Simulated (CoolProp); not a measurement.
Properties of R22 along the isotherm 390.9 K (Tc = 369.3 K, pc = 4.990 MPa, ω = 0.221).

Model: reference Helmholtz-energy equation of state, Kamei 1995, in CoolProp.

| p (MPa) | phase | Z | expansivity (1/kK) | conductivity (mW/(m K)) |
|---|---|---|---|---|
| 1.39 | gas | 0.9168 | 3.433 | 18.7 |
| 2.77 | gas | 0.8229 | 4.885 | 19.6 |
| 4.16 | gas | 0.7111 | 7.799 | 21.8 |
| 5.54 | supercritical | 0.5700 | 15.88 | 27.5 |
| 6.93 | supercritical | 0.3815 | 41.41 | 42.2 |
| 8.32 | supercritical | 0.3201 | 18.85 | 48.6 |
| 9.7 | supercritical | 0.3331 | 11.39 | 52.4 |
| 11.1 | supercritical | 0.3576 | 8.437 | 55.6 |
| 12.5 | supercritical | 0.3854 | 6.844 | 58.1 |

Thermal conductivity comes from a separate model (McLinden 2000), an estimate that may be off by 10 % or more.
